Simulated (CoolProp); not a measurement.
Computed with CoolProp (reference Helmholtz-energy equation of state, Schroeder 2014).

Problem. For ethanol, give the phase and the speed of sound (m/s), Joule-Thomson coefficient (K/MPa) at 354.1 K and 1.01 bar; 364.1 K and 1.01 bar.

Solution. 
- 354.1 K and 1.01 bar: gas; speed of sound 263, Joule-Thomson coefficient 58.9
- 364.1 K and 1.01 bar: gas; speed of sound 267, Joule-Thomson coefficient 51.7
